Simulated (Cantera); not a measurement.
# Thermodynamics of fluorocarbon and chlorocarbon gases, feed C2F6 + H2

A closed system holds: 1 mol C2F6, a varied amount of H2, at 2948 K and 1.33 mbar.

Cantera equilibrium calculation (NASA polynomials, part measured and part estimated; ideal gas, pure solids and liquids). Candidate condensed phases: C, C6H6, C7H8, C8H18; 95 gas species. The feed counts by its element totals alone. Equilibrium is a limit: real reactors are often held back by kinetics, nucleation or transport.

| n(H2) (mol) | x F | x HF | x H | x C3 | x CF | x C |
|---|---|---|---|---|---|---|
| 0.17 | 0.787 | 0.0469 | 0.00453 | 0.0650 | 0.0642 | 0.0181 |
| 0.22 | 0.773 | 0.0605 | 0.00595 | 0.0652 | 0.0632 | 0.0181 |
| 0.28 | 0.756 | 0.0767 | 0.00770 | 0.0654 | 0.0619 | 0.0181 |
| 0.37 | 0.732 | 0.101 | 0.0104 | 0.0657 | 0.0599 | 0.0182 |
| 0.48 | 0.701 | 0.129 | 0.0140 | 0.0661 | 0.0576 | 0.0182 |
| 0.63 | 0.661 | 0.168 | 0.0193 | 0.0665 | 0.0544 | 0.0182 |
| 0.82 | 0.611 | 0.214 | 0.0266 | 0.0670 | 0.0504 | 0.0183 |
| 1.1 | 0.540 | 0.279 | 0.0392 | 0.0675 | 0.0446 | 0.0183 |
| 1.4 | 0.467 | 0.341 | 0.0554 | 0.0677 | 0.0387 | 0.0183 |
| 1.8 | 0.379 | 0.410 | 0.0822 | 0.0672 | 0.0313 | 0.0183 |
| 2.4 | 0.270 | 0.479 | 0.135 | 0.0649 | 0.0220 | 0.0181 |
| 3.1 | 0.181 | 0.503 | 0.211 | 0.0598 | 0.0144 | 0.0176 |
| 4 | 0.117 | 0.478 | 0.311 | 0.0518 | 0.00884 | 0.0168 |
x: gas mole fraction; nothing condenses.

From 0.17 mol H2 to 4 mol H2 nothing is condensed. The main C-bearing gas is C3 throughout.
